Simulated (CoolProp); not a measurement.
Properties of R124 along the isobar 7.74 bar.

Computed with CoolProp (reference Helmholtz-energy equation of state, de Vries 1995).

| T (K) | phase | cp (kJ/(kg K)) | speed of sound (m/s) | Joule-Thomson coefficient (K/MPa) | isothermal compressibility (1/MPa) | conductivity (mW/(m K)) | Prandtl number |
|---|---|---|---|---|---|---|---|
| 172.8 | liquid | 0.9526 | 1057 | -0.4522 | 0.0007620 | 113 | 18.1 |
| 190.5 | liquid | 0.9692 | 977.7 | -0.4334 | 0.0009147 | 107 | 12.1 |
| 208.2 | liquid | 0.9883 | 900.2 | -0.4103 | 0.001109 | 101 | 8.95 |
| 225.9 | liquid | 1.010 | 824.3 | -0.3819 | 0.001362 | 95.1 | 7.13 |
| 243.6 | liquid | 1.034 | 750.1 | -0.3466 | 0.001698 | 88.8 | 5.95 |
| 261.3 | liquid | 1.061 | 677.4 | -0.3017 | 0.002159 | 82.6 | 5.13 |
| 279 | liquid | 1.092 | 605.7 | -0.2429 | 0.002815 | 76.5 | 4.54 |
| 296.7 | liquid | 1.129 | 534.5 | -0.1621 | 0.003805 | 70.5 | 4.08 |
| 314.3 | liquid | 1.176 | 462.5 | -0.04376 | 0.005414 | 64.9 | 3.72 |

Viscosity comes from a separate model (Bell 2016), an estimate that may be off by 10 % or more. Thermal conductivity comes from a separate model (Huber 2003), an estimate that may be off by 10 % or more.
